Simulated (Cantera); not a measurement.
**Adiabatic ignition**

An adiabatic, constant-volume homogeneous reactor starts with 10.1 % CH₄, 14.4 % O₂, 54.2 % N₂, 21.2 % H₂O, at 1100 K and 420000 Pa.

Model: GRI-Mech 3.0 (53 species, 325 reactions), integrated in Cantera.

```
t (s)     T (K)  P (bar)     x CH₄      x O₂  x H₂O    x CH₂O   x CH₂     x HO₂      x NO
--------  -----  -------  --------  --------  -----  --------  ------  --------  --------
1.00e-6    1100     4.20     0.101     0.144  0.212    <1e-12  <1e-12  3.60e-10    <1e-12
4.96e-6    1100     4.20     0.101     0.144  0.212  7.16e-12  <1e-12   1.78e-9    <1e-12
2.46e-5    1100     4.20     0.101     0.144  0.212  1.80e-10  <1e-12   8.76e-9    <1e-12
0.000122   1100     4.20     0.101     0.144  0.212   4.77e-9  <1e-12   4.15e-8    <1e-12
0.000605   1100     4.20     0.101     0.144  0.212   1.71e-7  <1e-12   1.64e-7    <1e-12
0.00300    1100     4.20     0.101     0.144  0.212   5.89e-6  <1e-12   3.36e-7    <1e-12
0.0149     1101     4.20     0.101     0.144  0.212   5.85e-5  <1e-12   8.38e-7    <1e-12
0.0738     2527     10.2  9.39e-12  0.000140  0.329   1.22e-8  <1e-12   2.06e-7  0.000503
0.366      2527     10.2  9.39e-12  0.000140  0.329   1.22e-8  <1e-12   2.06e-7  0.000503
1.81       2527     10.2  9.39e-12  0.000140  0.329   1.22e-8  <1e-12   2.06e-7  0.000503
9.00       2527     10.2  9.39e-12  0.000140  0.329   1.22e-8  <1e-12   2.06e-7  0.000503
```
x: mole fraction; the columns are a selection and need not sum to one.

```json
{
  "time_of_steepest_temperature_rise": "60.7 ms",
  "temperature at 9.00 s": "2527 K",
  "equilibrium_temperature": "2527 K",
  "x(CH₄) at 9.00 s": "9.39e-12 (gas-phase equilibrium 1.07e-11)",
  "x(O₂) at 9.00 s": "0.000140 (gas-phase equilibrium 0.000140)",
  "x(H₂O) at 9.00 s": "0.329 (gas-phase equilibrium 0.329)"
}
```
